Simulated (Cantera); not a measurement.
Feed: 1 mol CF₄, 0.039 mol HCl, 8.6 mol H₂, equilibrated at 0.00130 bar.

These are equilibrium values from Cantera (NASA tables, ideal gas, pure condensed phases), not measurements of a reactor. Candidate condensed phases: C, C₆H₆, C₇H₈, C₈H₁₈; 135 gas species. Ions and electrons are included (thermal ionisation). Equilibrium is a limit: real reactors are often held back by kinetics, nucleation or transport.

log p: log10 of the partial pressure in bar; nothing condenses.

| T (K) | log p H | log p HF | log p F | log p C | log p H₂ | log p C₃ | log p C₂ |
|---|---|---|---|---|---|---|---|
| 3000 | -3.03 | -3.61 | -4.39 | -4.75 | -4.46 | -4.86 | -5.40 |
| 3250 | -3.01 | -3.89 | -3.89 | -4.35 | -5.03 | -5.47 | -5.43 |
| 3500 | -3.00 | -4.38 | -3.70 | -4.25 | -5.55 | -6.70 | -5.93 |
| 3750 | -3.00 | -4.92 | -3.65 | -4.24 | -6.00 | -8.00 | -6.51 |
| 4000 | -3.00 | -5.42 | -3.64 | -4.23 | -6.40 | -9.16 | -7.04 |
| 4250 | -3.00 | -5.88 | -3.63 | -4.23 | -6.76 | -10.19 | -7.51 |
| 4500 | -3.00 | [?] | -3.63 | -4.23 | [?] | [?] | [?] |
| 4750 | -3.00 | [?] | -3.63 | -4.24 | [?] | [?] | [?] |
| 5000 | -3.00 | -6.99 | -3.63 | -4.24 | -7.61 | -12.68 | -8.65 |

**Question.** Some entries are withheld; supply them.

**Answer.** 
- 4500, log p HF: -6.29
- 4500, log p H₂: -7.07
- 4500, log p C₃: -11.11
- 4500, log p C₂: -7.93
- 4750, log p HF: -6.66
- 4750, log p H₂: -7.36
- 4750, log p C₃: -11.93
- 4750, log p C₂: -8.31
